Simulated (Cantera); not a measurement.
Cantera run, input and output.

```python
import numpy as np
import cantera as ct

gas = ct.Solution("gri30.yaml")
gas.TPX = 1748, 100000, {'CH4': 1, 'O2': 2, 'N2': 7.52}
reactor = ct.IdealGasReactor(gas, energy="on", clone=False)
net = ct.ReactorNet([reactor])
net.rtol, net.atol = 1e-08, 1e-16
show = ['CH4', 'O2', 'N2O', 'NO2', 'C2H2']
times = np.geomspace(4e-06, 0.4, 13)

steps = ct.SolutionArray(gas, extra=["t"])
rows = []
print(f"{'t/s':>10s}{'T/K':>9s}{'P/Pa':>11s}" + "".join(f"{s:>11s}" for s in show))
for t in times:
    while net.time < t:
        t_next = net.step()
        steps.append(gas.state, t=t_next)
    rows.append([np.interp(t, steps.t, y) for y in (steps.T, steps.P, *steps(*show).X.T)])
    print(f"{t:10.3e}{rows[-1][0]:9.1f}{rows[-1][1]:11.4g}" + "".join(f"{x:11.3e}" for x in rows[-1][2:]))
rate = np.gradient(steps.T, steps.t)
print("integrator steps:", len(steps.t))
if steps.T.max() > steps.T[0] + 200:
    print(f"time of steepest temperature rise: {steps.t[rate.argmax()]:.4e} s")
gas.TPX = 1748, 100000, {'CH4': 1, 'O2': 2, 'N2': 7.52}
gas.equilibrate("UV")
print(f"equilibrium (UV): T = {gas.T:.1f} K  " + "  ".join(f"{s} {gas[s].X[0]:.3e}" for s in show))
```

Output:

```
       t/s      T/K       P/Pa        CH4         O2        N2O        NO2       C2H2
 4.000e-06   1747.9  9.999e+04  9.503e-02  1.901e-01  3.444e-11  1.889e-17  7.294e-13
 1.044e-05   1747.7  9.998e+04  9.498e-02  1.901e-01  1.815e-10  4.359e-16  5.850e-11
 2.725e-05   1747.4  9.997e+04  9.475e-02  1.900e-01  9.763e-10  1.057e-14  4.459e-09
 7.113e-05   1749.9  1.002e+05  9.299e-02  1.891e-01  5.248e-09  3.910e-13  5.791e-07
 1.857e-04   2920.8  1.794e+05  6.949e-15  2.853e-02  6.443e-07  3.229e-07  2.135e-17
 4.846e-04   2966.7  1.813e+05  1.135e-14  2.456e-02  8.936e-07  2.741e-06  3.686e-17
 1.265e-03   2962.0   1.81e+05  1.189e-14  2.328e-02  9.687e-07  3.675e-06  3.798e-17
 3.302e-03   2961.9   1.81e+05  1.190e-14  2.325e-02  9.713e-07  3.703e-06  3.801e-17
 8.618e-03   2961.9   1.81e+05  1.190e-14  2.325e-02  9.713e-07  3.703e-06  3.801e-17
 2.249e-02   2961.9   1.81e+05  1.190e-14  2.325e-02  9.713e-07  3.703e-06  3.801e-17
 5.871e-02   2961.9   1.81e+05  1.190e-14  2.325e-02  9.713e-07  3.703e-06  3.801e-17
 1.532e-01   2961.9   1.81e+05  1.190e-14  2.325e-02  9.713e-07  3.703e-06  3.801e-17
 4.000e-01   2961.9   1.81e+05  1.190e-14  2.325e-02  9.713e-07  3.703e-06  3.801e-17
integrator steps: 1643
time of steepest temperature rise: 1.4874e-04 s
equilibrium (UV): T = 2961.9 K  CH4 1.571e-14  O2 2.325e-02  N2O 9.713e-07  NO2 3.703e-06  C2H2 3.993e-17
```

Computed with Cantera and GRI-Mech 3.0 (53 species, 325 reactions).
